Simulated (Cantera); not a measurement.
# Oxide etching and cleaning by halides: MgO + HBr + O2

Input: 1 mol MgO, 27 mol HBr, 0.075 mol O2, held at 800 Pa.

These are equilibrium values from Cantera (NASA tables, ideal gas, pure condensed phases), not measurements of a reactor. Candidate condensed phases: Br2, H2O, Mg, MgBr2, MgO, Mg(OH)2; 20 gas species. Equilibrium is a limit: real reactors are often held back by kinetics, nucleation or transport.

```tsv
T (°C)	x HBr	x Br	x H2	x H2O	x MgBr2	n MgO(s)
802	0.936	0.00713	0.000411	0.0297	0.0242	0.345
852	0.917	0.00969	0.000971	0.0383	0.0328	0.110
902	0.905	0.0129	0.00214	0.0423	0.0368	0
952	0.899	0.0174	0.00416	0.0422	0.0367	0
1002	0.890	0.0237	0.00717	0.0421	0.0366	0
1052	0.878	0.0321	0.0113	0.0419	0.0364	0
1102	0.862	0.0429	0.0167	0.0417	0.0362	0
1152	0.842	0.0566	0.0236	0.0414	0.0360	0
1202	0.817	0.0734	0.0319	0.0410	0.0357	0
1252	0.788	0.0933	0.0419	0.0406	0.0353	0
1302	0.755	0.116	0.0534	0.0401	0.0349	0
1352	0.717	0.142	0.0664	0.0396	0.0344	0
1402	0.675	0.171	0.0807	0.0389	0.0338	0
```
x: gas mole fraction; n: condensed amount in mol.

From 802 °C to 852 °C the condensed part is MgO(s). From 902 °C to 1402 °C nothing is condensed. The main Mg-bearing gas is MgBr2 throughout.
